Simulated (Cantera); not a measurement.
A closed system holds: 1 mol PbO, 42 mol N₂, equilibrated at 1.20 bar.

Equilibrium computed with Cantera from the NASA thermochemical tables; the gas is ideal and each condensed phase is pure. Candidate condensed phases: Pb, PbO, PbO₂, Pb₃O₄; 12 gas species. Gases not in the tables: (PbO)n polymers. The numbers say what is thermodynamically allowed, not how fast it happens. All values below are at 1027 °C.

Base state: N₂ 1.000, PbO 0.000376, Pb 6.53e-5, O₂ 3.00e-5 (mole fractions); condensed: PbO(l).

What changes in the equilibrium state with this change: pressure from 1.20 bar to 0.00133 bar?


| species | before | after |
|---|---|---|
| N₂ | 1.000 | 0.973 |
| PbO | 0.000376 | 0.0158 |
| Pb | 6.53e-5 | 0.00741 |
| O₂ | 3.00e-5 | 0.00368 |
| NO | 5.33e-6 | 5.82e-5 |
| PbO(l), mol | 0.981 | 0 |
